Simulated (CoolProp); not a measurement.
Vapour-liquid equilibrium of isobutene (1) + acetone (2) at 0.39 MPa; x and y are mole fractions of (1).

Model: multi-fluid Helmholtz-energy mixture model, Lemmon 2005 and Lemmon 2006; pair parameters Bell 2016, in CoolProp.

```csv
x,"bubble temperature, mixture model (K)","bubble temperature, Raoult's law (K)","y, mixture model","y, Raoult's law"
0.05,362.0,367.8,0.301,0.212
0.125,346.6,358.4,0.570,0.438
0.2,335.9,350.4,0.708,0.592
0.275,328.7,343.5,0.783,0.700
0.35,323.7,337.5,0.827,0.777
0.425,320.2,332.3,0.856,0.834
0.5,317.6,327.7,0.876,0.877
0.575,315.6,323.6,0.892,0.909
0.65,313.9,319.9,0.907,0.935
0.725,312.3,316.5,0.921,0.955
0.8,310.8,313.5,0.937,0.971
0.875,309.2,310.7,0.956,0.984
0.95,307.6,308.1,0.980,0.994
```

The largest gap from Raoult's law is -14.8 K in bubble temperature, at x = 0.275. No azeotrope shows between x = 0.05 and 0.95.

The pair parameters rest on a limited set of measurements; away from them the model extrapolates.
